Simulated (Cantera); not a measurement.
A Cantera script and what it prints.

```python
import numpy as np
import cantera as ct

gas_names = """
    CL CL2 H HCL H2 Si SiCL SiCL2 SiCL3 SiCL4 SiH SiHCL3 SiH2 SiH2CL2 SiH3 SiH3CL SiH4 Si2 Si3
""".split()
cond_names = """
    Si(cr) Si(L)
""".split()


def load(file, names, dense=False):
    # The tables refer to 1 bar. Condensed volumes are neglected.
    table = {s.name: s for s in ct.Species.list_from_file(file)}
    out = []
    for n in names:
        d = dict(table[n].input_data)
        d["thermo"] = dict(d["thermo"], **{"reference-pressure": 1e5})
        if dense:
            d["equation-of-state"] = {"model": "constant-volume", "density": "1e6 g/cm^3"}
        out.append(ct.Species.from_dict(d))
    return out


gas = ct.Solution(thermo="ideal-gas", species=load("nasa_gas.yaml", gas_names))
cond = {s.name: ct.Solution(thermo="fixed-stoichiometry", species=[s], name=s.name)
        for s in load("nasa_condensed.yaml", cond_names, dense=True)}
atoms = {
    'SiCl4': {'Si': 1, 'CL': 4},
    'Cl2': {'CL': 2},
    'H2': {'H': 2},
}
top_T = {}  # K; cautious upper limits of use, not melting points


def equilibrate(T, P, feed):
    n = {}
    for name, mol in feed.items():
        for a, k in atoms[name].items():
            n[a] = n.get(a, 0.0) + k * mol
    gas.TPX = T, P, n
    mass = sum(n.values()) * gas.mean_molecular_weight
    gas.equilibrate("TP")
    valid = [c for c in cond.values() if c.min_temp <= T <= top_T.get(c.name, c.max_temp)]
    mix = ct.Mixture([(gas, mass / gas.mean_molecular_weight)] + [(c, 0.0) for c in valid])
    mix.T, mix.P = T, P
    mix.equilibrate("TP", solver="vcs", rtol=1e-11, max_steps=5000)
    return mix


results = []
T = 1448  # K
P = 15000  # Pa
for m in [1.4, 1.9, 2.6, 3.6, 5, 7, 9.7, 13, 19]:
    feed = {'SiCl4': 1, 'Cl2': 2.1, 'H2': m}  # mol
    mix = equilibrate(T, P, feed)
    results.append((T, P, feed, dict(zip(mix.species_names, mix.species_moles))))

top = {s: max(r[3][s] / sum(r[3][g] for g in gas_names) for r in results) for s in gas_names}
cols = sorted((s for s in top if top[s] > 1e-06), key=lambda s: -top[s])[:8]
seen = [c for c in cond_names if any(r[3].get(c, 0) > 1e-12 for r in results)]
print("log10 of partial pressures in bar; condensed amounts in mol")
print(f"{'n(H2)':>10s}" + "".join(f"{s[:9]:>10s}" for s in cols + seen))
for T, P, feed, n in results:
    ng = sum(n[g] for g in gas_names)
    print(f"{feed['H2']:10.4g}" + "".join(f"{np.log10(max(n[s] / ng * P / 1e5, 1e-99)):10.3f}" for s in cols)
          + "".join(f"{n.get(c, 0):10.4g}" for c in seen))
```

Result:

```
log10 of partial pressures in bar; condensed amounts in mol
     n(H2)       HCL        H2     SiCL4       CL2        CL     SiCL2     SiCL3    SiHCL3
       1.4    -1.038    -7.845    -1.486    -1.699    -2.240    -8.913    -5.482    -9.360
       1.9    -0.947    -7.021    -1.527    -2.340    -2.561    -8.314    -5.203    -8.669
       2.6    -0.949    -1.940    -1.626    -7.426    -5.104    -3.327    -2.759    -3.684
       3.6    -1.009    -1.521    -1.748    -7.964    -5.373    -2.910    -2.611    -3.328
         5    -1.079    -1.313    -1.891    -8.312    -5.547    -2.705    -2.580    -3.193
         7    -1.160    -1.178    -2.063    -8.608    -5.695    -2.581    -2.605    -3.150
       9.7    -1.245    -1.087    -2.259    -8.871    -5.826    -2.515    -2.670    -3.169
        13    -1.329    -1.027    -2.461    -9.098    -5.940    -2.489    -2.758    -3.226
        19    -1.445    -0.969    -2.760    -9.389    -6.085    -2.497    -2.911    -3.351
```

Equilibrium computed with Cantera from the NASA thermochemical tables; the gas is ideal and each condensed phase is pure. The tables' values for SiCl3 are old estimates; treat these amounts as uncertain.
